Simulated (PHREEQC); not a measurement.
Na2CO3 is added in steps, without added water, to 1 kg of water holding 90 mmol/kgw Na2SeO3, 0.045 mmol/kgw NaHCO3 and 3.3 mmol/kgw NaCl, at 25 °C. No oxygen is let in. The system is closed to CO2. Only these solids could form: Halite, Nahcolite, Natron.

Base run: PHREEQC, ion-association model, wateq4f.dat. Each further column changes one thing. The table gives pH.

```json
[
 {"Na2CO3 added (mol)": "0", "base": "10.42", "Debye-Hückel limiting law": "10.17", "all activity coefficients set to 1": "10.71", "Davies equation for every ion": "10.44"},
 {"Na2CO3 added (mol)": "0.007667", "base": "10.71", "Debye-Hückel limiting law": "10.52", "all activity coefficients set to 1": "10.90", "Davies equation for every ion": "10.73"},
 {"Na2CO3 added (mol)": "0.01533", "base": "10.83", "Debye-Hückel limiting law": "10.64", "all activity coefficients set to 1": "10.99", "Davies equation for every ion": "10.85"},
 {"Na2CO3 added (mol)": "0.023", "base": "10.90", "Debye-Hückel limiting law": "10.71", "all activity coefficients set to 1": "11.06", "Davies equation for every ion": "10.93"},
 {"Na2CO3 added (mol)": "0.03067", "base": "10.96", "Debye-Hückel limiting law": "10.75", "all activity coefficients set to 1": "11.11", "Davies equation for every ion": "10.98"},
 {"Na2CO3 added (mol)": "0.03833", "base": "11.00", "Debye-Hückel limiting law": "10.79", "all activity coefficients set to 1": "11.14", "Davies equation for every ion": "11.02"},
 {"Na2CO3 added (mol)": "0.046", "base": "11.03", "Debye-Hückel limiting law": "10.81", "all activity coefficients set to 1": "11.17", "Davies equation for every ion": "11.06"},
 {"Na2CO3 added (mol)": "0.05367", "base": "11.05", "Debye-Hückel limiting law": "10.83", "all activity coefficients set to 1": "11.20", "Davies equation for every ion": "11.08"},
 {"Na2CO3 added (mol)": "0.06133", "base": "11.08", "Debye-Hückel limiting law": "10.84", "all activity coefficients set to 1": "11.22", "Davies equation for every ion": "11.11"},
 {"Na2CO3 added (mol)": "0.069", "base": "11.10", "Debye-Hückel limiting law": "10.85", "all activity coefficients set to 1": "11.24", "Davies equation for every ion": "11.13"},
 {"Na2CO3 added (mol)": "0.07667", "base": "11.11", "Debye-Hückel limiting law": "10.86", "all activity coefficients set to 1": "11.26", "Davies equation for every ion": "11.15"},
 {"Na2CO3 added (mol)": "0.08433", "base": "11.13", "Debye-Hückel limiting law": "10.87", "all activity coefficients set to 1": "11.27", "Davies equation for every ion": "11.16"},
 {"Na2CO3 added (mol)": "0.092", "base": "11.14", "Debye-Hückel limiting law": "10.87", "all activity coefficients set to 1": "11.28", "Davies equation for every ion": "11.18"}
]
```
